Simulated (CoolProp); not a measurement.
Properties of carbon monoxide along the isotherm 147.2 K.

Model: reference Helmholtz-energy equation of state, Lemmon 2006, in CoolProp. It is a short technical equation, of lower accuracy than the large ones.

| p (bar) | phase | density (kg/m³) | cp (kJ/(kg K)) | Joule-Thomson coefficient (K/MPa) | isothermal compressibility (1/MPa) | fugacity coefficient |
|---|---|---|---|---|---|---|
| 0.166 | gas | 0.3804 | 1.041 | 8.891 | 60.31 | 0.9988 |
| 0.28 | gas | 0.6421 | 1.042 | 8.892 | 35.78 | 0.9980 |
| 0.473 | gas | 1.086 | 1.044 | 8.893 | 21.21 | 0.9967 |
| 0.798 | gas | 1.837 | 1.048 | 8.896 | 12.60 | 0.9944 |
| 1.35 | gas | 3.119 | 1.054 | 8.900 | 7.479 | 0.9905 |
| 2.27 | gas | 5.280 | 1.064 | 8.908 | 4.478 | 0.9841 |
| 3.83 | gas | 9.012 | 1.082 | 8.918 | 2.686 | 0.9732 |
| 6.47 | gas | 15.53 | 1.116 | 8.933 | 1.623 | 0.9549 |
| 10.9 | gas | 27.12 | 1.182 | 8.942 | 1.001 | 0.9246 |
| 18.4 | gas | 48.98 | 1.330 | 8.900 | 0.6404 | 0.8741 |
| 31.1 | gas | 95.50 | 1.781 | 8.527 | 0.4531 | 0.7908 |
| 52.5 | supercritical | 239.9 | 4.734 | 5.713 | 0.4236 | 0.6545 |
